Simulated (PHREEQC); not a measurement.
PHREEQC input (ion-association model, phreeqc.dat):

```
SOLUTION_SPECIES
  SO4-2 + 9 H+ + 8 e- = HS- + 4 H2O  # shut off: sulfate is not reduced
    -log_k -100
    -delta_h 0
    -analytic -100
SOLUTION 0
  temp 25
  units mmol/kgw
  pH 7 charge
  Br 65
  K 65
  Cl 0.01
SOLUTION 1-30
  temp 25
  units mmol/kgw
  pH 7 charge
  Cl 28.01
  Mn(2) 14
  S(6) 24
  Zn 24
END
EXCHANGE 1-30
  X 0.021
  -equilibrate 1
END
SELECTED_OUTPUT 1
  -reset false
  -pH true
  -pe true
  -ionic_strength true
  -water true
  -step true
  -totals Br Cl K Mn S Zn Mn(2) Mn(3) S(-2) S(6)
  -molalities ZnX2 MnX2 KX
  -saturation_indices Pyrochroite Sylvite Zn(OH)2(e)
PRINT
  -reset false
TRANSPORT
  -cells 30
  -shifts 90
  -lengths 0.00666667
  -time_step 60
  -dispersivities 0.01
  -boundary_conditions flux flux
  -correct_disp true
  -punch_cells 30
  -punch_frequency 3
END
```

Selected output (columns that matter, 10 of 31 rows; pore volumes added in front):

```
pore volumes	pH	mu	Br	Cl	K	Mn	S	Zn	m_ZnX2	m_MnX2	m_KX	si_Pyrochroite	si_Sylvite	si_Zn(OH)2(e)
0	5.1765	0.092664	0	0.02801	0	0.014	0.024	0.024	0.0078927	0.0026073	0	-7.231	-1000	-3.3558
0.3167	5.1764	0.092664	4.0096e-06	0.028008	1.0215e-07	0.014	0.023999	0.024	0.0078927	0.0026073	2.8339e-08	-7.231	-9.6978	-3.3558
0.7167	5.1581	0.092121	0.011682	0.022978	0.0031576	0.012823	0.019687	0.022609	0.0076433	0.0024236	0.00086609	-7.2842	-5.2906	-3.3911
1.0167	5.1186	0.087795	0.037885	0.011691	0.018736	0.0085404	0.010012	0.016886	0.0062429	0.0017203	0.0050736	-7.4851	-4.799	-3.5303
1.3167	5.0882	0.079729	0.055272	0.0042007	0.03767	0.004327	0.003592	0.010161	0.004303	0.00098109	0.010432	-7.7906	-4.9246	-3.752
1.7167	5.0722	0.071258	0.063141	0.000811	0.05349	0.001437	0.00068657	0.0044755	0.0022556	0.00038403	0.015721	-8.2642	-5.4717	-4.0971
2.0167	5.0708	0.06804	0.064521	0.00021616	0.059248	0.0005894	0.00017671	0.002327	0.001282	0.0001718	0.018092	-8.6435	-5.9959	-4.3717
2.3167	5.0717	0.066448	0.064884	6.0163e-05	0.062193	0.00023343	4.2997e-05	0.0011802	0.00068675	7.1825e-05	0.019483	-9.0396	-6.5276	-4.6598
2.7167	5.073	0.065532	0.064983	1.7228e-05	0.063958	6.4875e-05	6.1952e-06	0.00045761	0.0002765	2.0724e-05	0.020406	-9.5911	-7.057	-5.0664
3.0167	5.0735	0.065251	0.064996	1.1649e-05	0.064516	2.4135e-05	1.4134e-06	0.00021807	0.0001335	7.8111e-06	0.020717	-10.019	-7.2227	-5.3866
```
